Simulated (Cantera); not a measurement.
Feed: 1 mol H2O, 0.023 mol O2, held at 2925 K and 13300 Pa.

Cantera equilibrium calculation (NASA polynomials, part measured and part estimated; ideal gas, pure solids and liquids). Rates play no part.

| species | before | after |
|---|---|---|
| H2O | 0.449 | 0.698 |
| H2 | 0.161 | 0.106 |
| OH | 0.120 | 0.0837 |
| H | 0.137 | 0.0406 |
| O | 0.0631 | 0.0198 |
| O2 | 0.0701 | 0.0521 |
| HO2 | 2.08e-5 | 3.43e-5 |
Gas species are given as mole fractions.

Problem. Which change was made?
A. O2 from 0.023 to 0.2 mol
B. temperature from 2925 K to 1298.15 K
C. pressure from 13300 Pa to 100000 Pa
D. temperature from 2925 K to 1498.15 K

Solution. C, pressure from 13300 Pa to 100000 Pa
